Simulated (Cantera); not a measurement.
Mixture: CO : H2 : CH4 : O2 : N2 : H2O = 1 : 0.094 : 0.096 : 1.14 : 4.27 : 0.69 (molar parts), equivalence ratio 0.65, at 5.00 bar, adiabatic and at constant pressure. Ignition delay is the time to a rise of 400 K.

Detailed kinetics in Cantera: GRI-Mech 3.0 (53 species, 325 reactions). Where the delays flatten at high temperature, the 400 K rule measures the pace of heat release, not the induction time.

Problem. What does this change do: CH4 0.096 to 0.059 parts?

Solution. 
| quantity | before | after |
|---|---|---|
| delay at 1100 K | 1.46 ms | 1.38 ms |
| delay at 1250 K | 0.175 ms | 0.136 ms |
| delay at 1400 K | 45.8 µs | 33.6 µs |
| delay at 1550 K | 19.8 µs | 16.0 µs |
| delay at 1700 K | 11.6 µs | 10.4 µs |

Problem. What does this change do: pressure from 5.00 bar to 3.30 bar?

Solution. 
```json
[
 {"quantity": "delay at 1100 K", "before": "1.46 ms", "after": "1.41 ms"},
 {"quantity": "delay at 1250 K", "before": "0.175 ms", "after": "0.188 ms"},
 {"quantity": "delay at 1400 K", "before": "45.8 µs", "after": "55.7 µs"},
 {"quantity": "delay at 1550 K", "before": "19.8 µs", "after": "27.2 µs"},
 {"quantity": "delay at 1700 K", "before": "11.6 µs", "after": "17.4 µs"}
]
```
